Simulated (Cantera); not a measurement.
Cantera with NASA thermochemical tables; ideal gases at 1 bar, condensed phases pure. Values are per mole of reaction as written; species without (g) are pure solids or liquids, kept so even where they would boil at 1 bar.

Between 600 and 950 K, where is each reaction favourable under standard conditions?
- Sr(OH)2 = Sr + 2 OH(g)


- Sr(OH)2 = Sr + 2 OH(g): ΔG° is 852 kJ at 600 K and 748 kJ at 950 K; it stays positive (K < 1). ΔH° is 1007 kJ and ΔS° 273 J/K at 950 K.
